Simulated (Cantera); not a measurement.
What does this Cantera script print?

```python
import numpy as np
import cantera as ct

gas = ct.Solution("gri30.yaml", transport_model="mixture-averaged")
show = ['OH', 'CH4', 'H2']

rows = []
print(f"{'T/K':>7s}{'rho':>11s}{'cp':>10s}{'mu':>11s}{'lambda':>11s}{'Pr':>7s}" + "".join(f"{'D_' + s:>11s}" for s in show))
for T in [400, 650, 900, 1150, 1400, 1650, 1900, 2150]:
    gas.TPX = T, 2100, {'N2O': 0.45}
    Pr = gas.cp_mass * gas.viscosity / gas.thermal_conductivity
    D = [gas.mix_diff_coeffs_mole[gas.species_index(s)] for s in show]
    rows.append([gas.density, gas.cp_mass, gas.viscosity, gas.thermal_conductivity, Pr, *D])
    print(f"{T:7g}{gas.density:11.4e}{gas.cp_mass:10.1f}{gas.viscosity:11.4e}"
          f"{gas.thermal_conductivity:11.4e}{Pr:7.3f}" + "".join(f"{d:11.4e}" for d in D))
print("SI units: kg/m3, J/kg/K, Pa s, W/m/K, m2/s")
```

Output:

```
    T/K        rho        cp         mu     lambda     Pr       D_OH      D_CH4       D_H2
    400 2.7791e-02     970.3 1.9459e-05 2.5465e-02  0.741 1.9815e-03 1.4026e-03 5.2041e-03
    650 1.7102e-02    1126.8 2.9093e-05 4.4367e-02  0.739 4.6081e-03 3.3288e-03 1.1880e-02
    900 1.2352e-02    1226.6 3.7113e-05 6.1547e-02  0.740 8.0056e-03 5.8340e-03 2.0492e-02
   1150 9.6665e-03    1285.1 4.4145e-05 7.7125e-02  0.736 1.2083e-02 8.8444e-03 3.0823e-02
   1400 7.9403e-03    1326.8 5.0510e-05 9.1407e-02  0.733 1.6781e-02 1.2314e-02 4.2731e-02
   1650 6.7372e-03    1359.1 5.6394e-05 1.0465e-01  0.732 2.2059e-02 1.6210e-02 5.6113e-02
   1900 5.8508e-03    1383.6 6.1915e-05 1.1706e-01  0.732 2.7884e-02 2.0510e-02 7.0889e-02
   2150 5.1704e-03    1402.0 6.7153e-05 1.2879e-01  0.731 3.4231e-02 2.5194e-02 8.6991e-02
SI units: kg/m3, J/kg/K, Pa s, W/m/K, m2/s
```

Computed with Cantera and GRI-Mech 3.0 (53 species, 325 reactions). The composition is frozen, though it would react at the higher temperatures.
